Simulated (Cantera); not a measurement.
A closed system holds: 1 mol C₂H₅OH, 0.53 mol NH₃, a varied amount of H₂, at 2.10 bar.

Method: chemical equilibrium by Gibbs-energy minimisation in Cantera with the NASA 1993 tables (ideal gas, pure condensed phases). Candidate condensed phases: C, C₆H₆, C₇H₈, C₈H₁₈, H₂O; 136 gas species. Rates play no part.

Stable condensed phases, one row left out:

```
T in K \ n(H₂) in mol
         4.4 8.8  13  18  22  26  31
   2973    A   A   A   A   A   A   A
   2873    B   A   A   A   A   A   A
   2773    B   B   A   A   A   A   A
   2573    B   B   B   B   B   A   A
   2473    B   B   B   B   B   B   B
   2373    B   B   B   B   B   B   B
   2273    B   B   B   B   B   B   B
   2173    B   B   B   B   B   B   B
   2073    B   B   B   B   B   B   B
   1973    B   B   B   B   B   B   B
   1873    B   B   B   B   B   B   B
   1773    B   B   B   B   B   B   B
```

A: gas only; B: C.

Problem. Give the row for 2673 K.

Solution. 4.4: C; 8.8: C; 13: C; 18: gas only; 22: gas only; 26: gas only; 31: gas only.
